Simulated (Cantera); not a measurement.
Feed: 1 mol B₂O₃, 3.3 mol HF, 5.2 mol N₂, 37 mol Cl₂, equilibrated at 1125 °C and 0.100 bar.

Cantera equilibrium calculation (NASA polynomials, part measured and part estimated; ideal gas, pure solids and liquids). Candidate condensed phases: B, BN, B₂O₃, B₃O₃H₃, H₂O, NH₄Cl; 75 gas species. The tables' values for BOCl are old estimates; treat these amounts as uncertain. Rates play no part.

Base state: Cl₂ 0.694, N₂ 0.107, Cl 0.0738, HCl 0.0668, BOF 0.0249, O₂ 0.0168, BF₃ 0.0130, HF 0.00131 (mole fractions); condensed: gas only.

Problem. What changes in the equilibrium state with this change: temperature from 1125 °C to 1625 °C?

Solution. 
```json
[
 {"species": "Cl", "before": "0.0738", "after": "0.658"},
 {"species": "Cl₂", "before": "0.694", "after": "0.181"},
 {"species": "N₂", "before": "0.107", "after": "0.0744"},
 {"species": "BF₃", "before": "0.0130", "after": "0.00596"},
 {"species": "O₂", "before": "0.0168", "after": "0.00974"},
 {"species": "HCl", "before": "0.0668", "after": "0.0404"},
 {"species": "BOF", "before": "0.0249", "after": "0.0225"},
 {"species": "B₃O₃F₃", "before": "0.000990", "after": "3.58e-9"},
 {"species": "B₃O₃Cl₃", "before": "2.56e-5", "after": "<1e-9"},
 {"species": "F", "before": "2.20e-8", "after": "3.93e-5"},
 {"species": "O", "before": "3.77e-7", "after": "9.15e-5"}
]
```
